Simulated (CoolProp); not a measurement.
Vapour-liquid equilibrium of o-xylene (1) + n-nonane (2) at 406.8 K; x and y are mole fractions of (1).

Model: multi-fluid Helmholtz-energy mixture model, Zhou 2012 and Lemmon 2006; pair parameters Bell 2016, in CoolProp.

```tsv
x	bubble pressure, mixture model (MPa)	bubble pressure, Raoult's law (MPa)	y, mixture model	y, Raoult's law
0.05	0.06420	0.06357	0.068	0.059
0.125	0.06601	0.06452	0.163	0.147
0.2	0.06770	0.06547	0.251	0.231
0.275	0.06925	0.06642	0.332	0.313
0.35	0.07064	0.06737	0.408	0.393
0.425	0.07188	0.06833	0.480	0.470
0.5	0.07295	0.06928	0.548	0.546
0.575	0.07387	0.07023	0.614	0.619
0.65	0.07462	0.07118	0.679	0.691
0.725	0.07519	0.07213	0.743	0.760
0.8	0.07559	0.07308	0.809	0.828
0.875	0.07579	0.07404	0.877	0.894
0.95	0.07577	0.07499	0.949	0.958
```

The largest gap from Raoult's law is +5.3 % in bubble pressure, at x = 0.5. y crosses x between x = 0.875 and 0.95: the model has an azeotrope there.

The pair parameters rest on a limited set of measurements; away from them the model extrapolates.
